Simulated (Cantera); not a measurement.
**Adiabatic ignition**

An adiabatic, constant-pressure homogeneous reactor starts with 13.4 % CO, 0.538 % H2, 5.78 % CH4, 16.8 % O2, 63.4 % N2, at 1200 K and 9.87 atm.

Detailed kinetics in Cantera: GRI-Mech 3.0 (53 species, 325 reactions).

```csv
t (s),T (K),x CO,x H2,x CH4,x CH2CO,x CH2O
1.00e-6,1200,0.134,0.00538,0.0578,<1e-12,9.19e-11
2.70e-6,1200,0.134,0.00538,0.0578,<1e-12,8.32e-10
7.28e-6,1200,0.134,0.00538,0.0578,1.33e-12,6.87e-9
1.96e-5,1200,0.134,0.00538,0.0578,1.12e-11,5.74e-8
5.29e-5,1200,0.134,0.00538,0.0578,1.08e-10,5.39e-7
0.000143,1200,0.134,0.00537,0.0578,1.47e-9,6.47e-6
0.000385,1202,0.134,0.00534,0.0577,1.55e-8,5.31e-5
0.00104,1207,0.134,0.00523,0.0572,1.20e-7,0.000214
0.00280,1261,0.133,0.00525,0.0528,1.09e-5,0.00108
0.00756,2801,0.0632,0.00748,<1e-12,<1e-12,1.90e-9
0.0204,2801,0.0632,0.00748,<1e-12,<1e-12,1.90e-9
0.0550,2801,0.0632,0.00748,<1e-12,<1e-12,1.90e-9
0.148,2801,0.0632,0.00748,<1e-12,<1e-12,1.90e-9
0.400,2801,0.0632,0.00748,<1e-12,<1e-12,1.90e-9
```
x: mole fraction; the columns are a selection and need not sum to one.

```yaml
time_of_steepest_temperature_rise: 3.20 ms
temperature at 0.400 s: 2801 K
equilibrium_temperature: 2801 K
x(CO) at 0.400 s: 0.0632 (gas-phase equilibrium 0.0632)
x(H2) at 0.400 s: 0.00748 (gas-phase equilibrium 0.00748)
x(CH4) at 0.400 s: <1e-12 (gas-phase equilibrium <1e-12)
```
